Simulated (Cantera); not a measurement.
**N2O furnace oxynitridation**

A perfectly stirred reactor is fed with 16.0 % N2O, 0.561 % H2, 83.4 % N2, at 0.0263 atm; it is held at 1300 K, and followed from long to short residence time.

Computed with Cantera and GRI-Mech 3.0 (53 species, 325 reactions). GRI-Mech 3.0 was tuned for natural gas; its chemistry of N2O as a main component is partial and can be far from experiment. Radical loss at walls, strong at low pressure, is not modelled. The mechanism lacks the step 2 NO + O2 → 2 NO2, which can matter for NO2 below about 1400 K. The temperature is held fixed by assumption; the heat of reaction is taken as removed at once.

| τ (s) | x N2O | x H2 | x NO | x H2O | x N2 | x NO2 |
|---|---|---|---|---|---|---|
| 0.97 | 0.141 | 0.000239 | 0.00179 | 0.00532 | 0.846 | 1.88e-5 |
| 0.61 | 0.146 | 0.000350 | 0.00116 | 0.00522 | 0.844 | 1.36e-5 |
| 0.39 | 0.149 | 0.000501 | 0.000765 | 0.00508 | 0.842 | 9.12e-6 |
| 0.24 | 0.152 | 0.000730 | 0.000490 | 0.00485 | 0.841 | 5.37e-6 |
| 0.15 | 0.153 | 0.00104 | 0.000326 | 0.00455 | 0.840 | 2.99e-6 |
| 0.097 | 0.155 | 0.00142 | 0.000232 | 0.00417 | 0.839 | 1.67e-6 |
| 0.061 | 0.156 | 0.00194 | 0.000166 | 0.00364 | 0.838 | 8.89e-7 |
| 0.039 | 0.157 | 0.00258 | 0.000122 | 0.00300 | 0.837 | 4.87e-7 |
| 0.024 | 0.158 | 0.00338 | 8.58e-5 | 0.00220 | 0.836 | 2.56e-7 |
| 0.015 | 0.159 | 0.00414 | 5.75e-5 | 0.00145 | 0.836 | 1.37e-7 |
| 0.0098 | 0.159 | 0.00471 | 3.73e-5 | 0.000880 | 0.835 | 7.40e-8 |
x: mole fraction; the columns are a selection and need not sum to one.
